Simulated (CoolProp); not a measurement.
A closed Brayton cycle with carbon dioxide: compressor inlet 328.15 K and 8.7 MPa, high pressure 17.3 MPa, turbine inlet 975 K, compressor efficiency 0.89, turbine efficiency 0.9, recuperator effectiveness 0.8 (on enthalpy, no pinch check). Each further row changes one setting.

Values from CoolProp's reference Helmholtz-energy equation of state, Span 1996.

| case | thermal efficiency (%) | net work (kJ/kg) | compressor to turbine work | compressor exit (K) | turbine exit (K) |
|---|---|---|---|---|---|
| as stated | 27.2 | 78.8 | 0.29 | 384.1 | 882.4 |
| turbine inlet 925 K | 26.7 | ? | 0.30 | 384.1 | 835.7 |
| compressor inlet 338.15 K | ? | 74.5 | ? | 398.1 | 882.4 |
| high pressure 14.7 MPa | 23.5 | 61.8 | 0.28 | 370.6 | ? |
| recuperator effectiveness 0.5 | 16.9 | 78.8 | 0.29 | 384.1 | 882.4 |

### Question
Fill in the missing entries.

### Answer

- turbine inlet 925 K, net work (kJ/kg): 72.8
- compressor inlet 338.15 K, thermal efficiency (%): 26.8
- compressor inlet 338.15 K, compressor to turbine work: 0.33
- high pressure 14.7 MPa, turbine exit (K): 903.9
